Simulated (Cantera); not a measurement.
Charge: 1 mol trisilylamine, a varied amount of N₂, equilibrated at 700 K and 75.0 Torr.

Equilibrium computed with Cantera from the NASA thermochemical tables; the gas is ideal and each condensed phase is pure. Candidate condensed phases: Si, Si₃N₄; 18 gas species. The feed counts by its element totals alone. The numbers say what is thermodynamically allowed, not how fast it happens.

Task: Which condensed phases are stable at each of these points (n(N₂) (mol)): 0.23, 0.44, 0.82, 1.5, 2.9, 5.4, 10, 19?

Result: 
```
n(N₂) (mol)  condensed phases  Si condensed (%)
-----------  ----------------  ----------------
0.23         Si(s) + Si₃N₄(s)             100.0
0.44         Si(s) + Si₃N₄(s)             100.0
0.82         Si(s) + Si₃N₄(s)             100.0
1.5                  Si₃N₄(s)             100.0
2.9                  Si₃N₄(s)             100.0
5.4                  Si₃N₄(s)             100.0
10                   Si₃N₄(s)             100.0
19                   Si₃N₄(s)             100.0
```

From 0.23 mol N₂ to 0.82 mol N₂ the condensed part is Si(s) + Si₃N₄(s). From 1.5 mol N₂ to 19 mol N₂ the condensed part is Si₃N₄(s).
